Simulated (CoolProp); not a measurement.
n-dodecane along the isobar 2.23 MPa: fugacity coefficient from the reference equation and from simpler models built on Tc = 658.1 K, pc = 1.818 MPa, ω = 0.574; each cubic takes its own stable root.

Computed with CoolProp (reference Helmholtz-energy equation of state, Lemmon 2004). It is a short technical equation, of lower accuracy than the large ones.

```json
[
 {"T (K)": "393.3", "phase": "liquid", "reference": "0.002613"},
 {"T (K)": "402", "phase": "liquid", "reference": "0.003691"},
 {"T (K)": "410.8", "phase": "liquid", "reference": "0.005134"},
 {"T (K)": "419.5", "phase": "liquid", "reference": "0.006987"},
 {"T (K)": "428.2", "phase": "liquid", "reference": "0.009351"},
 {"T (K)": "436.9", "phase": "liquid", "reference": "0.01232"},
 {"T (K)": "445.7", "phase": "liquid", "reference": "0.01604"},
 {"T (K)": "454.4", "phase": "liquid", "reference": "0.02054"},
 {"T (K)": "463.1", "phase": "liquid", "reference": "0.02597"}
]
```

Problem. How far does each simpler model (van der Waals, Peng-Robinson) lie from the reference over these 9 states: mean and median of the absolute difference, and the worst?

Solution. 
- van der Waals: mean 1542.3 %, median 1297.7 %, worst +3197.7 % at 393.3 K and 2.23 MPa
- Peng-Robinson: mean 5.1 %, median 4.8 %, worst +7.2 % at 393.3 K and 2.23 MPa
